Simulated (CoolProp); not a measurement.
A single-stage vapour-compression cycle with the fluid: evaporating at 281.15 K (dew point), condensing at 333.15 K (bubble point), superheat 8 K, subcooling 2 K, compressor efficiency 0.85, no pressure losses. The same conditions are run with several fluids, on thermodynamics alone (safety and materials aside).

Model: reference Helmholtz-energy equation of state of each fluid (R115: Lemmon 2016; fluoroethane (R161): Wu 2012; R22: Kamei 1995; R407C: Lemmon 2003; cyclopentane: Gedanitz 2015; isobutene: Lemmon 2005), in CoolProp. Blends and air are pseudo-pure fits.

Problem. Rank R115, fluoroethane (R161), R22, R407C, cyclopentane, isobutene by cooling COP, highest first.

Solution. cyclopentane (3.99), isobutene (3.66), fluoroethane (R161) (3.47), R22 (3.39), R407C (2.85), R115 (2.70)

| fluid | pressure ratio | discharge temperature (K) | refrigerating effect (kJ/kg) | volumetric capacity (kJ/m³) |
|---|---|---|---|---|
| R115 | 3.66 | 337.7 | 52.8 | 2190 |
| fluoroethane (R161) | 3.84 | 364.4 | 260 | 3280 |
| R22 | 3.79 | 368.7 | 139 | 3620 |
| R407C | 4.58 | 364.8 | 130 | 3190 |
| cyclopentane | 6.89 | 356.0 | 335 | 204 |
| isobutene | 4.44 | 343.7 | 268 | 1170 |
